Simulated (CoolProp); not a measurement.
Vapour-liquid equilibrium of carbon dioxide (1) + CH3F (R41) (2) at 267.1 K; x and y are mole fractions of (1).

Model: multi-fluid Helmholtz-energy mixture model, Span 1996 and Lemmon 2006; pair parameters Bell 2016, in CoolProp.

```
x     bubble pressure, mixture model (MPa)  bubble pressure, Raoult's law (MPa)  y, mixture model  y, Raoult's law
----  ------------------------------------  -----------------------------------  ----------------  ---------------
0.05                                 1.783                                1.787             0.072            0.083
0.15                                 1.895                                1.910             0.204            0.232
0.25                                 2.006                                2.034             0.324            0.364
0.35                                 2.117                                2.157             0.435            0.480
0.45                                 2.230                                2.280             0.539            0.584
0.55                                 2.348                                2.404             0.636            0.677
0.65                                 2.471                                2.527             0.728            0.761
0.75                                 2.601                                2.651             0.814            0.837
0.85                                 2.739                                2.774             0.893            0.907
0.95                                 2.884                                2.897             0.966            0.970
```

The largest gap from Raoult's law is -2.3 % in bubble pressure, at x = 0.55. No azeotrope shows between x = 0.05 and 0.95.

The pair parameters rest on a limited set of measurements; away from them the model extrapolates.
